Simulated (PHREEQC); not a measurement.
# Acid mine or pickling water

Synthetic water in mg/L, 20 °C, pH 3.07, pe 10:

```
constituent                mg/L
-----------------------  ------
Na                         12.2
K                          32.3
Ca                         64.9
Mg                         6.61
Cl                         19.6
S(6) as SO4                 301
Zn                         0.56
O(0) (dissolved oxygen)   0.534
Li                       0.0109
```

Valence states are taken as typed.

Model: ion-association model, phreeqc.dat, run in PHREEQC.

Each row changes one thing in this solution. Precipitation was switched off in this run.

```csv
case,ionic strength (mol/kgw),SO4-2 (mol/kgw),Ca+2 (mol/kgw),CaSO4 (mol/kgw),Mg+2 (mol/kgw),HSO4- (mol/kgw),SI of Gypsum (CaSO4:2H2O),SI of Sylvite (KCl)
as made,0.00992,0.00264,0.00134,0.000274,0.000218,0.000146,-1.21,-7.31
Mg from 6.61 to 19.8 mg/L,0.0107,0.00256,0.00136,0.000262,0.000661,0.000140,-1.23,-7.31
temperature from 20 to 55 °C at the same typed pH,0.00941,0.00242,0.00131,0.000302,0.000181,0.000302,-1.22,-7.48
Ca from 64.9 to 32.5 mg/L,0.00878,0.00276,0.000663,0.000147,0.000215,0.000155,-1.48,-7.31
all concentrations times 2 at the same typed pH,0.0184,0.00505,0.00248,0.000763,0.000396,0.000255,-0.77,-6.74
```

Constants without temperature data keep their 25 °C values here.
